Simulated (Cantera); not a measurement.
SiH2Cl2 + NH3 + N2 (silicon nitride deposition)

Charge: 1 mol SiH2Cl2, 2.5 mol NH3, 10 mol N2, at 10000 Pa.

Cantera equilibrium calculation (NASA polynomials, part measured and part estimated; ideal gas, pure solids and liquids). Candidate condensed phases: NH4Cl, Si, Si3N4; 28 gas species. The tables' values for SiCl, SiCl3, SiN are old estimates; treat these amounts as uncertain. Gases not in the tables: Si2H6 and higher silanes. Equilibrium is a limit: real reactors are often held back by kinetics, nucleation or transport.

| T (°C) | x N2 | x H2 | x HCl | x SiCl2 | x H | x Si | x SiCl4 | n Si3N4(s) | n Si(l) |
|---|---|---|---|---|---|---|---|---|---|
| 500 | 0.650 | 0.234 | 0.115 | 3.16e-12 | 1.39e-12 | <1e-12 | 0.00199 | 0.322 | 0 |
| 700 | 0.649 | 0.231 | 0.119 | 1.72e-8 | 1.64e-9 | <1e-12 | 0.000789 | 0.329 | 0 |
| 900 | 0.648 | 0.230 | 0.121 | 4.69e-6 | 1.79e-7 | <1e-12 | 0.000417 | 0.331 | 0 |
| 1100 | 0.648 | 0.231 | 0.120 | 0.000237 | 5.06e-6 | 5.08e-12 | 0.000257 | 0.330 | 0 |
| 1300 | 0.649 | 0.234 | 0.113 | 0.00372 | 6.22e-5 | 1.11e-8 | 0.000135 | 0.310 | 0 |
| 1500 | 0.652 | 0.245 | 0.0834 | 0.0178 | 0.000446 | 4.16e-6 | 2.78e-5 | 0.232 | 0 |
| 1700 | 0.661 | 0.250 | 0.0553 | 0.0303 | 0.00213 | 0.000316 | 2.84e-6 | 0 | 0.465 |
| 1900 | 0.656 | 0.244 | 0.0583 | 0.0276 | 0.00754 | 0.00283 | 5.99e-7 | 0 | 0.437 |
x: gas mole fraction; n: condensed amount in mol.

From 500 °C to 1500 °C the condensed part is Si3N4(s). From 1700 °C to 1900 °C the condensed part is Si(l). The main Si-bearing gas is SiCl4 at 500 °C and SiCl2 at 1900 °C. The share of Si in condensed phases is highest at 900 °C (99.3 %) and lowest at 1900 °C (43.7 %).
